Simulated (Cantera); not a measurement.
A perfectly stirred reactor is fed with 27.8 % C2H6, 72.2 % N2, at 0.00210 bar; it is held at 1575 K, and followed from long to short residence time.

Computed with Cantera and GRI-Mech 3.0 (53 species, 325 reactions). GRI-Mech 3.0 stops at C3 and has no aromatics, soot or wall deposition, so with more carbon than oxygen in the feed, carbon stays in small species such as C2H2 where larger ones or solid carbon would form. Radical loss at walls, strong at low pressure, is not modelled.

x: mole fraction; the columns are a selection and need not sum to one.

```json
[
 {"τ (s)": "0.80", "x C2H6": "0.00117", "x C2H2": "0.150", "x C2H4": "0.00645", "x CH2": "___", "x CH3": "0.00419", "x HCN": "2.49e-6"},
 {"τ (s)": "0.34", "x C2H6": "0.00265", "x C2H2": "0.138", "x C2H4": "0.0127", "x CH2": "___", "x CH3": "0.00626", "x HCN": "1.62e-6"},
 {"τ (s)": "0.15", "x C2H6": "0.00576", "x C2H2": "0.122", "x C2H4": "0.0229", "x CH2": "___", "x CH3": "0.00912", "x HCN": "1.08e-6"},
 {"τ (s)": "0.063", "x C2H6": "0.0131", "x C2H2": "0.0982", "x C2H4": "0.0396", "x CH2": "___", "x CH3": "0.0135", "x HCN": "7.18e-7"},
 {"τ (s)": "0.027", "x C2H6": "0.0287", "x C2H2": "0.0693", "x C2H4": "0.0597", "x CH2": "___", "x CH3": "0.0195", "x HCN": "4.83e-7"},
 {"τ (s)": "0.012", "x C2H6": "0.0587", "x C2H2": "0.0400", "x C2H4": "0.0739", "x CH2": "___", "x CH3": "0.0263", "x HCN": "3.20e-7"},
 {"τ (s)": "0.0049", "x C2H6": "0.117", "x C2H2": "0.0143", "x C2H4": "0.0679", "x CH2": "___", "x CH3": "0.0311", "x HCN": "1.84e-7"},
 {"τ (s)": "0.0021", "x C2H6": "0.189", "x C2H2": "0.00271", "x C2H4": "0.0388", "x CH2": "___", "x CH3": "0.0276", "x HCN": "8.88e-8"}
]
```

**Question.** Complete the blanks.

**Answer.** 
- 0.80, x CH2: 5.72e-6
- 0.34, x CH2: 8.11e-6
- 0.15, x CH2: 1.13e-5
- 0.063, x CH2: 1.59e-5
- 0.027, x CH2: 2.18e-5
- 0.012, x CH2: 2.76e-5
- 0.0049, x CH2: 3.03e-5
- 0.0021, x CH2: 2.47e-5
